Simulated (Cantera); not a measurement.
Charge: 1 mol Si(CH₃)₄, 0.099 mol C₃H₈, 6.4 mol H₂, 0.061 mol HCl, held at 2200 K and 0.00133 bar.

Cantera equilibrium calculation (NASA polynomials, part measured and part estimated; ideal gas, pure solids and liquids). Candidate condensed phases: C, C₆H₆, C₇H₈, C₈H₁₈, Si, SiC; 109 gas species. The tables' values for SiCl are old estimates; treat these amounts as uncertain. Gases not in the tables: Si₂H₆ and higher silanes. Rates play no part.

Base state: H₂ 0.819, H 0.140, Si 0.0297, HCl 0.00372, SiC₂ 0.00285, C₂H₂ (acetylene) 0.00210, Si₂C 0.00174, Cl 0.000462 (mole fractions); condensed: C(graphite) + SiC(s).

Question: What changes in the equilibrium state with this change: pressure from 0.00133 bar to 0.0100 bar?

Answer: 
| species | before | after |
|---|---|---|
| H₂ | 0.819 | 0.934 |
| H | 0.140 | 0.0544 |
| HCl | 0.00372 | 0.00438 |
| Si | 0.0297 | 0.00396 |
| Si₂ | 5.10e-5 | 6.80e-6 |
| Si₂C | 0.00174 | 0.000232 |
| SiC₂ | 0.00285 | 0.000380 |
| C(graphite), mol | 3.66 | 3.29 |
| SiC(s), mol | 0.474 | 0.933 |
